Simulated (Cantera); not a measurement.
A freely propagating, adiabatic, planar premixed flame of CO : H₂ : CH₄ : O₂ : N₂ = 1 : 0.43 : 0.17 : 0.812 : 2.68 (molar parts), equivalence ratio 1.3, unburnt at 325 K and 5.00 bar; mixture-averaged transport, grid criteria slope 0.08 and curve 0.16, no radiation.

Computed with Cantera and GRI-Mech 3.0 (53 species, 325 reactions). Burning velocities carry a grid error of a few per cent, more on coarse grids.

Predict: laminar burning velocity; thermal thickness; peak x(CH₂CO); peak x(CH₂O).


```json
{
 "laminar_burning_velocity": "89.5 cm/s",
 "thermal_thickness": "0.0625 mm",
 "peak x(CH₂CO)": "1.61e-5",
 "peak x(CH₂O)": "0.000413"
}
```
